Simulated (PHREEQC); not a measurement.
## Nickel, zinc or cadmium bath: an equilibrium model

Solution (25 °C): 0.0013 mol/kgw CdCl2 and 5.9e-05 mol/kgw KCl. Closed to the air; pH follows from the charge balance.

Equilibrium calculation in PHREEQC: ion-association model, wateq4f.dat.

No solid was allowed to form.

### Question
What pH, ionic strength does the model give?

### Answer
pH 6.41; ionic strength 0.00356 mol/kgw.

### Question
In which forms is Cl present?

### Answer
Cl- 92 %, CdCl+ 7.5 % of the Cl.
